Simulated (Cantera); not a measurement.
Input: 1 mol HF, 0.077 mol O2, 0.42 mol N2, at 52.0 mbar.

Method: chemical equilibrium by Gibbs-energy minimisation in Cantera with the NASA 1993 tables (ideal gas, pure condensed phases). Candidate condensed phases: H2O; 40 gas species. Equilibrium is a limit: real reactors are often held back by kinetics, nucleation or transport.

log p: log10 of the partial pressure in bar; nothing condenses.

```csv
T (K),log p HF,log p N2,log p O2,log p O,log p F
1423,-1.46,-1.84,-2.57,-7.16,…
1523,-1.46,-1.84,-2.57,-6.55,…
1623,-1.46,-1.84,-2.58,-6.01,…
1723,-1.46,-1.84,-2.58,-5.53,…
1823,-1.46,-1.84,-2.58,-5.11,…
1923,-1.46,-1.84,-2.58,-4.73,…
2023,-1.46,-1.84,-2.59,-4.39,…
2123,-1.46,-1.84,-2.60,-4.09,…
2223,-1.46,-1.84,-2.61,-3.81,…
2323,-1.46,-1.84,-2.63,-3.56,…
```

Question: What belongs in the gaps?

Answer: 
- 1423, log p F: -5.89
- 1523, log p F: -5.52
- 1623, log p F: -5.18
- 1723, log p F: -4.89
- 1823, log p F: -4.62
- 1923, log p F: -4.38
- 2023, log p F: -4.16
- 2123, log p F: -3.96
- 2223, log p F: -3.78
- 2323, log p F: -3.60
